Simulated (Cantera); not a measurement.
A Cantera script and what it prints.

```python
import numpy as np
import cantera as ct

gas_names = """
    CL CL2 H HCL H2 Si SiCL SiCL2 SiCL3 SiCL4 SiH SiHCL3 SiH2 SiH2CL2 SiH3 SiH3CL SiH4 Si2 Si3
""".split()
cond_names = """
    Si(cr) Si(L)
""".split()


# ... load() reads the species with a 1 bar reference pressure and builds the phases ...
atoms = {
    'SiCl4': {'Si': 1, 'CL': 4},
    'H2': {'H': 2},
}
top_T = {}  # K; cautious upper limits of use, not melting points


# ... equilibrate(T, P, feed) seeds the gas with the atoms and calls Mixture.equilibrate('TP', solver="vcs", rtol=1e-11, max_steps=5000) ...
results = []
feed = {'SiCl4': 1, 'H2': 100}  # mol
P = 110  # Pa
for T in [875, 925, 975, 1025, 1075, 1125, 1175, 1225, 1275, 1325]:
    mix = equilibrate(T, P, feed)
    results.append((T, P, feed, dict(zip(mix.species_names, mix.species_moles))))

top = {s: max(r[3][s] / sum(r[3][g] for g in gas_names) for r in results) for s in gas_names}
cols = sorted((s for s in top if top[s] > 0.0001), key=lambda s: -top[s])[:6]
seen = [c for c in cond_names if any(r[3].get(c, 0) > 1e-12 for r in results)]
print("log10 of partial pressures in bar; condensed amounts in mol")
print(f"{'T/K':>10s}" + "".join(f"{s[:9]:>10s}" for s in cols + seen))
for T, P, feed, n in results:
    ng = sum(n[g] for g in gas_names)
    print(f"{T:10.4g}" + "".join(f"{np.log10(max(n[s] / ng * P / 1e5, 1e-99)):10.3f}" for s in cols)
          + "".join(f"{n.get(c, 0):10.4g}" for c in seen))
```

Output:

```
log10 of partial pressures in bar; condensed amounts in mol
       T/K        H2       HCL     SiCL4     SiCL2    SiHCL3     SiCL3    Si(cr)
       875    -2.966    -4.969    -5.163    -6.867    -5.820    -6.896    0.2017
       925    -2.968    -4.769    -5.275    -6.411    -5.914    -6.643    0.3393
       975    -2.971    -4.614    -5.468    -6.050    -6.067    -6.485    0.4919
      1025    -2.973    -4.510    -5.785    -5.796    -6.313    -6.450    0.6206
      1075    -2.974    -4.458    -6.239    -5.651    -6.661    -6.545    0.6919
      1125    -2.974    -4.439    -6.772    -5.578    -7.067    -6.720    0.7135
      1175    -2.975    -4.435    -7.309    -5.538    -7.476    -6.919    0.7124
      1225    -2.975    -4.436    -7.819    -5.510    -7.864    -7.114    0.7038
      1275    -2.975    -4.438    -8.295    -5.488    -8.225    -7.298     0.693
      1325    -2.975    -4.441    -8.736    -5.470    -8.560    -7.470    0.6818
```

These are equilibrium values from Cantera (NASA tables, ideal gas, pure condensed phases), not measurements of a reactor. The tables' values for SiCl3 are old estimates; treat these amounts as uncertain.
